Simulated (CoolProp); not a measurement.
Vapour-liquid equilibrium of acetone (1) + n-nonane (2) at 0.32 MPa; x and y are mole fractions of (1).

The numbers come from the multi-fluid Helmholtz-energy mixture model, Lemmon 2006 and Lemmon 2006; pair parameters Bell 2016 in CoolProp.

| x | bubble temperature, mixture model (K) | bubble temperature, Raoult's law (K) | y, mixture model | y, Raoult's law |
|---|---|---|---|---|
| 0.05 | 447.3 | 457.0 | 0.427 | 0.330 |
| 0.125 | 419.8 | 438.6 | 0.719 | 0.598 |
| 0.2 | 403.8 | 425.0 | 0.828 | 0.740 |
| 0.275 | 394.3 | 414.4 | 0.876 | 0.823 |
| 0.35 | 388.5 | 405.8 | 0.901 | 0.876 |
| 0.425 | 384.6 | 398.7 | 0.917 | 0.911 |
| 0.5 | 381.7 | 392.7 | 0.928 | 0.936 |
| 0.575 | 379.5 | 387.6 | 0.937 | 0.954 |
| 0.65 | 377.4 | 383.0 | 0.945 | 0.967 |
| 0.725 | 375.4 | 379.0 | 0.954 | 0.978 |
| 0.8 | 373.4 | 375.4 | 0.964 | 0.986 |
| 0.875 | 371.2 | 372.1 | 0.975 | 0.992 |
| 0.95 | 369.0 | 369.2 | 0.989 | 0.997 |

The largest gap from Raoult's law is -21.2 K in bubble temperature, at x = 0.2. No azeotrope shows between x = 0.05 and 0.95.

The pair parameters rest on a limited set of measurements; away from them the model extrapolates. With so large a gap from Raoult's law the liquid may split in two, which this calculation doesn't test in full.
